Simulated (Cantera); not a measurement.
**Thermodynamics of sublimation and decomposition of ceramics, feed AlN + C + N2**

Feed: 1 mol AlN, 0.41 mol C, 0.9 mol N2, held at 2673.15 K.

Cantera equilibrium calculation (NASA polynomials, part measured and part estimated; ideal gas, pure solids and liquids). Candidate condensed phases: Al, AlN, C; 16 gas species. Kinetics and transport are ignored.

From 1.00e-5 bar to 0.000100 bar nothing is condensed. From 0.00100 bar to 0.100 bar the condensed part is C(graphite). From 1.00 bar to 10.0 bar the condensed part is AlN(s) + C(graphite). The main Al-bearing gas is Al throughout.

| P (Pa) | x N2 | x Al | x C | x C3 | x CN | x C2 | x Al2 | n C(graphite) | n AlN(s) |
|---|---|---|---|---|---|---|---|---|---|
| 1 | 0.515 | 0.378 | 0.0501 | 0.0211 | 0.0292 | 0.00618 | 3.15e-8 | 0 | 0 |
| 10 | 0.532 | 0.389 | 0.0131 | 0.0374 | 0.0244 | 0.00420 | 3.32e-7 | 0 | 0 |
| 100 | 0.571 | 0.411 | 0.00154 | 0.00614 | 0.00944 | 0.000585 | 3.72e-6 | 0.334 | 0 |
| 1000 | 0.580 | 0.416 | 0.000154 | 0.000614 | 0.00301 | 5.85e-5 | 3.80e-5 | 0.397 | 0 |
| 10000 | 0.583 | 0.416 | 1.54e-5 | 6.14e-5 | 0.000954 | 5.85e-6 | 0.000381 | 0.407 | 0 |
| 100000 | 0.662 | 0.335 | 1.54e-6 | 6.14e-6 | 0.000322 | 5.85e-7 | 0.00247 | 0.409 | 0.378 |
| 1000000 | 0.991 | 0.00866 | 1.54e-7 | 6.14e-7 | 0.000124 | 5.85e-8 | 1.65e-5 | 0.410 | 0.992 |
x: gas mole fraction; n: condensed amount in mol.
